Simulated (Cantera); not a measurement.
## Premixed flame

A freely propagating, adiabatic, planar premixed flame of 23.7 % H2, 16.0 % O2, 60.2 % N2, equivalence ratio 0.74, unburnt at 425 K and 0.340 bar; multicomponent+Soret transport, grid criteria slope 0.08 and curve 0.16, no radiation.

Computed with Cantera and the H2/O2 subset of GRI-Mech 3.0, which has no nitrogen chemistry. Burning velocities carry a grid error of a few per cent, more on coarse grids.

```json
[
 {"z (mm)": "-4.67", "T (K)": "425", "u (m/s)": "2.59", "x H2": "0.237", "x O2": "0.160", "x OH": "<1e-8", "x O": "<1e-8", "x H": "<1e-8", "x H2O2": "<1e-8"},
 {"z (mm)": "-3.11", "T (K)": "425", "u (m/s)": "2.59", "x H2": "0.237", "x O2": "0.160", "x OH": "<1e-8", "x O": "<1e-8", "x H": "<1e-8", "x H2O2": "<1e-8"},
 {"z (mm)": "-2.33", "T (K)": "425", "u (m/s)": "2.59", "x H2": "0.237", "x O2": "0.160", "x OH": "<1e-8", "x O": "<1e-8", "x H": "<1e-8", "x H2O2": "<1e-8"},
 {"z (mm)": "-1.56", "T (K)": "425", "u (m/s)": "2.59", "x H2": "0.237", "x O2": "0.160", "x OH": "<1e-8", "x O": "<1e-8", "x H": "<1e-8", "x H2O2": "<1e-8"},
 {"z (mm)": "-0.778", "T (K)": "437", "u (m/s)": "2.62", "x H2": "0.222", "x O2": "0.163", "x OH": "1.64e-5", "x O": "2.09e-6", "x H": "1.70e-5", "x H2O2": "6.47e-6"},
 {"z (mm)": "-0.389", "T (K)": "656", "u (m/s)": "3.80", "x H2": "0.182", "x O2": "0.160", "x OH": "0.000682", "x O": "0.000149", "x H": "0.00307", "x H2O2": "2.63e-5"},
 {"z (mm)": "0", "T (K)": "1074", "u (m/s)": "6.08", "x H2": "0.102", "x O2": "0.125", "x OH": "0.00223", "x O": "0.00413", "x H": "0.0229", "x H2O2": "2.88e-6"},
 {"z (mm)": "0.389", "T (K)": "1368", "u (m/s)": "7.70", "x H2": "0.0368", "x O2": "0.0756", "x OH": "0.00695", "x O": "0.0114", "x H": "0.0368", "x H2O2": "2.42e-6"},
 {"z (mm)": "0.778", "T (K)": "1513", "u (m/s)": "8.48", "x H2": "0.0233", "x O2": "0.0613", "x OH": "0.00973", "x O": "0.0130", "x H": "0.0333", "x H2O2": "1.52e-6"},
 {"z (mm)": "1.56", "T (K)": "1663", "u (m/s)": "9.25", "x H2": "0.0203", "x O2": "0.0563", "x OH": "0.0120", "x O": "0.0116", "x H": "0.0240", "x H2O2": "7.67e-7"},
 {"z (mm)": "3.11", "T (K)": "1809", "u (m/s)": "9.97", "x H2": "0.0172", "x O2": "0.0531", "x OH": "0.0133", "x O": "0.00903", "x H": "0.0149", "x H2O2": "3.86e-7"},
 {"z (mm)": "6.22", "T (K)": "1939", "u (m/s)": "10.6", "x H2": "0.0126", "x O2": "0.0504", "x OH": "0.0132", "x O": "0.00612", "x H": "0.00785", "x H2O2": "2.17e-7"},
 {"z (mm)": "12.4", "T (K)": "2039", "u (m/s)": "11.1", "x H2": "0.00791", "x O2": "0.0488", "x OH": "0.0115", "x O": "0.00360", "x H": "0.00341", "x H2O2": "1.39e-7"}
]
```
x: mole fraction of selected species; z is measured from the peak of heat release.

laminar burning velocity: 259 cm/s
thermal thickness: 1.56 mm
peak x(OH): 0.0135
peak x(O): 0.0130
peak x(H): 0.0368
peak x(H2O2): 2.97e-5
